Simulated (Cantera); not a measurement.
Mixture: CH4 : O2 : N2 = 1 : 2.33 : 14.4 (molar parts), at 480000 Pa, adiabatic and at constant volume. Ignition delay is the time to a rise of 400 K.

Computed with Cantera and GRI-Mech 3.0 (53 species, 325 reactions).

### Question
Predict: delay at 1075 K; delay at 1125 K; delay at 1175 K; delay at 1225 K; delay at 1275 K; delay at 1325 K; delay at 1375 K; apparent activation energy between 1275 and 1375 K.

### Answer
delay at 1075 K: 82.4 ms
delay at 1125 K: 40.4 ms
delay at 1175 K: 20.6 ms
delay at 1225 K: 10.8 ms
delay at 1275 K: 5.84 ms
delay at 1325 K: 3.23 ms
delay at 1375 K: 1.83 ms
apparent activation energy between 1275 and 1375 K: 170 kJ/mol
